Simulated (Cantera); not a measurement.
Cantera run, input and output.

```python
import numpy as np
import cantera as ct

gas = ct.Solution("gri30.yaml")
gas.TPX = 1750, 101325, {'C2H6': 1, 'H2': 91}
inlet = ct.Reservoir(gas, clone=True)

reactor = ct.IdealGasConstPressureReactor(gas, energy="off", clone=False)
exhaust = ct.Reservoir(gas, clone=True)
tau = [1.5, 0.45, 0.13, 0.039, 0.011, 0.0033, 0.00097][0]
for a, b in ((inlet, reactor), (reactor, exhaust)):
    ct.MassFlowController(a, b, mdot=lambda t: reactor.mass / tau)
net = ct.ReactorNet([reactor])
show = ['C2H6', 'H2', 'C2H4', 'CH4', 'H']

rows = []
print(f"{'tau/s':>10s}{'T/K':>9s}" + "".join(f"{s:>11s}" for s in show))
for tau in [1.5, 0.45, 0.13, 0.039, 0.011, 0.0033, 0.00097]:
    net.initial_time = 0.0
    net.advance(30 * tau)
    before = gas.X
    net.advance(40 * tau)
    drift = np.max(np.abs(gas.X - before) / (gas.X + 1e-9))
    rows.append([gas.T, *gas[show].X, drift])
    print(f"{tau:10.3e}{gas.T:9.1f}" + "".join(f"{x:11.3e}" for x in gas[show].X))
```

It prints:

```
     tau/s      T/K       C2H6         H2       C2H4        CH4          H
 1.500e+00   1750.0  5.639e-07  9.853e-01  2.237e-04  7.515e-03  2.321e-04
 4.500e-01   1750.0  9.505e-07  9.849e-01  2.135e-04  8.331e-03  2.344e-04
 1.300e-01   1750.0  2.207e-06  9.842e-01  2.012e-04  9.626e-03  2.418e-04
 3.900e-02   1750.0  5.900e-06  9.837e-01  2.082e-04  1.059e-02  2.633e-04
 1.100e-02   1750.0  1.726e-05  9.835e-01  2.723e-04  1.068e-02  3.227e-04
 3.300e-03   1750.0  4.608e-05  9.836e-01  4.331e-04  1.024e-02  4.377e-04
 9.700e-04   1750.0  1.203e-04  9.836e-01  7.736e-04  9.942e-03  6.178e-04
```

Cantera simulation using GRI-Mech 3.0 (53 species, 325 reactions); the numbers are that mechanism's predictions, not measurements. GRI-Mech 3.0 stops at C3 and has no aromatics, soot or wall deposition, so with more carbon than oxygen in the feed, carbon stays in small species such as C2H2 where larger ones or solid carbon would form.
